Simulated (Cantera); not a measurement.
Mixture: H2 : O2 : N2 = 1 : 0.641 : 2.41 (molar parts), at 4950 Torr, adiabatic and at constant volume. Ignition delay is the time to a rise of 400 K.

Detailed kinetics in Cantera: the H2/O2 subset of GRI-Mech 3.0, which has no nitrogen chemistry. The hydrogen kinetics of GRI-Mech 3.0 are dated; newer H2 mechanisms differ, most at raised pressure. Where the delays flatten at high temperature, the 400 K rule measures the pace of heat release, not the induction time.

Q: What does this change do: constant pressure in place of constant volume?

A: 
```csv
quantity,before,after
delay at 1300 K,5.44 µs,5.67 µs
delay at 1500 K,2.07 µs,2.20 µs
delay at 1700 K,1.22 µs,1.34 µs
delay at 1900 K,0.896 µs,1.05 µs
delay at 2100 K,0.792 µs,0.981 µs
```

Q: What does this change do: pressure from 4950 Torr to 1580 Torr?

A: 
| quantity | before | after |
|---|---|---|
| delay at 1300 K | 5.44 µs | 13.6 µs |
| delay at 1500 K | 2.07 µs | 6.80 µs |
| delay at 1700 K | 1.22 µs | 4.77 µs |
| delay at 1900 K | 0.896 µs | 4.34 µs |
| delay at 2100 K | 0.792 µs | 4.73 µs |
